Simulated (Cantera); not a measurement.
## Thermodynamics of abatement and gas-phase synthesis, feed PH3 + H2

A closed system holds: 1 mol PH3, 0.64 mol H2, equilibrated at 75.0 bar.

These are equilibrium values from Cantera (NASA tables, ideal gas, pure condensed phases), not measurements of a reactor. Candidate condensed phases: P; 7 gas species. The ideal-gas law is rough above about 30 bar. The numbers say what is thermodynamically allowed, not how fast it happens.

```tsv
T (K)	x H2	x P2	x H	x P4	x PH	x P	x PH3
2148	0.818	0.166	0.000435	0.0125	0.000436	5.45e-5	0.00288
2348	0.812	0.179	0.00128	0.00522	0.000986	0.000186	0.00215
2548	0.807	0.183	0.00321	0.00233	0.00193	0.000515	0.00166
2748	0.802	0.184	0.00702	0.00114	0.00340	0.00122	0.00132
2948	0.794	0.182	0.0138	0.000601	0.00551	0.00257	0.00108
3148	0.782	0.179	0.0249	0.000337	0.00833	0.00490	0.000887
3348	0.763	0.174	0.0416	0.000198	0.0119	0.00861	0.000734
```
x: gas mole fraction; nothing condenses.

From 2148 K to 3348 K nothing is condensed. The main P-bearing gas is P2 throughout.
